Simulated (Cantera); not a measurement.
Feed: 1 mol CH3OH, 0.028 mol O2, 2.8 mol H2, equilibrated at 51.0 Pa.

Method: chemical equilibrium by Gibbs-energy minimisation in Cantera with the NASA 1993 tables (ideal gas, pure condensed phases). Candidate condensed phases: C, C6H6, C7H8, C8H18, H2O; 110 gas species. The numbers say what is thermodynamically allowed, not how fast it happens. All values below are at 998 K.

Base state: H2 0.820, CO 0.170, H2O 0.00743, CO2 0.00223 (mole fractions); condensed: gas only.

Q: What changes in the equilibrium state with this change: O2 from 0.028 to 0.22 mol?

A: 
| species | before | after |
|---|---|---|
| H2 | 0.820 | 0.769 |
| CO | 0.170 | 0.155 |
| H2O | 0.00743 | 0.0587 |
| CO2 | 0.00223 | 0.0172 |
